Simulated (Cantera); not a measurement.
# Abatement and gas-phase synthesis: SF6 + O2

Input: 1 mol SF6, a varied amount of O2, held at 1775 °C and 37.0 Pa.

These are equilibrium values from Cantera (NASA tables, ideal gas, pure condensed phases), not measurements of a reactor. Candidate condensed phases: S; 25 gas species. The tables' values for SOF2, S2F2 (SSF2) are old estimates; treat these amounts as uncertain. Kinetics and transport are ignored.

```tsv
n(O2) (mol)	log p F	log p SO2	log p SO	log p S	log p S2	log p SF
0.019	-3.48	-7.12	-5.70	-4.78	-4.83	-5.22
0.026	-3.48	-6.87	-5.58	-4.78	-4.84	-5.22
0.036	-3.48	-6.61	-5.45	-4.79	-4.85	-5.23
0.05	-3.48	-6.35	-5.33	-4.80	-4.86	-5.24
0.07	-3.49	-6.10	-5.21	-4.81	-4.89	-5.25
0.097	-3.49	-5.86	-5.10	-4.82	-4.92	-5.27
0.14	-3.49	-5.60	-4.98	-4.85	-4.97	-5.29
0.19	-3.49	-5.40	-4.89	-4.88	-5.03	-5.32
0.26	-3.49	-5.19	-4.81	-4.92	-5.11	-5.37
0.37	-3.49	-4.96	-4.74	-5.00	-5.28	-5.45
0.51	-3.50	-4.76	-4.70	-5.13	-5.54	-5.59
0.71	-3.50	-4.55	-4.75	-5.44	-6.15	-5.89
0.99	-3.50	-4.34	-5.18	-6.51	-8.30	-6.97
```
log p: log10 of the partial pressure in bar; nothing condenses.

From 0.019 mol O2 to 0.99 mol O2 nothing is condensed.
